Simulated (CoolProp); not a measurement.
Vapour-liquid equilibrium of ethane (1) + propane (2) at -1.15 °C; x and y are mole fractions of (1).

Values from CoolProp's multi-fluid Helmholtz-energy mixture model, Bücker 2006 and Lemmon 2009; pair parameters Kunz 2012.

| x | bubble pressure (bar) | y at the bubble point | dew pressure at overall composition x (bar) | liquid density (mol/L) |
|---|---|---|---|---|
| 0.05 | 5.354 | 0.170 | 4.784 | 12.12 |
| 0.15 | 6.906 | … | 5.250 | 12.32 |
| 0.25 | 8.487 | 0.550 | 5.812 | 12.52 |
| 0.35 | … | 0.657 | 6.503 | 12.71 |
| 0.45 | 11.83 | 0.740 | … | 12.89 |
| 0.55 | 13.62 | 0.806 | 8.492 | 13.06 |
| 0.65 | 15.52 | 0.860 | … | 13.21 |
| 0.75 | 17.53 | 0.907 | 12.07 | 13.33 |
| 0.85 | 19.68 | 0.947 | 15.12 | 13.41 |
| 0.95 | … | 0.983 | … | 13.43 |

Problem. Complete the blanks.

Solution. 
- 0.15, y at the bubble point: 0.399
- 0.35, bubble pressure (bar): 10.12
- 0.45, dew pressure at overall composition x (bar): 7.371
- 0.65, dew pressure at overall composition x (bar): 9.988
- 0.95, bubble pressure (bar): 21.99
- 0.95, dew pressure at overall composition x (bar): 19.87

No azeotrope shows between x = 0.05 and 0.95.

The pair parameters rest on a limited set of measurements; away from them the model extrapolates.
